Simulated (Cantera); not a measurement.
An isothermal, constant-pressure homogeneous reactor starts with 41.2 % H2, 29.4 % O2, 29.4 % N2, at 1025 K and 443 Torr.

Model: the H2/O2 subset of GRI-Mech 3.0, which has no nitrogen chemistry, integrated in Cantera. The temperature is held fixed by assumption; the heat of reaction is taken as removed at once.

x: mole fraction; the columns are a selection and need not sum to one.

```
t (s)         x H2   x O2       x HO2    x H2O2       x O
--------  --------  -----  ----------  --------  --------
1.00e-6      0.412  0.294    1.05e-10    <1e-12  4.73e-12
6.00e-6      0.412  0.294    7.56e-10    <1e-12  8.91e-11
3.59e-5      0.412  0.294  (withheld)  6.98e-11   7.17e-9
0.000215    0.0925  0.152  (withheld)   2.12e-5  0.000587
0.00129     0.0695  0.142  (withheld)  0.000191   9.18e-7
0.00775     0.0628  0.139  (withheld)  0.000390   1.83e-6
0.0464      0.0269  0.123  (withheld)  0.000240   1.44e-6
0.278      0.00130  0.112  (withheld)   6.69e-6   1.06e-7
1.67       5.66e-5  0.111  (withheld)   4.15e-8   1.11e-9
10.0       1.22e-7  0.111  (withheld)  9.99e-11  1.50e-11
60.0      3.69e-10  0.111  (withheld)  5.11e-10  1.44e-10
```

Problem. Fill in the missing entries.

Solution. 
- 3.59e-5, x HO2: 3.30e-8
- 0.000215, x HO2: 0.000263
- 0.00129, x HO2: 0.000108
- 0.00775, x HO2: 0.000138
- 0.0464, x HO2: 0.000101
- 0.278, x HO2: 1.56e-5
- 1.67, x HO2: 1.13e-6
- 10.0, x HO2: 9.76e-9
- 60.0, x HO2: 1.70e-9
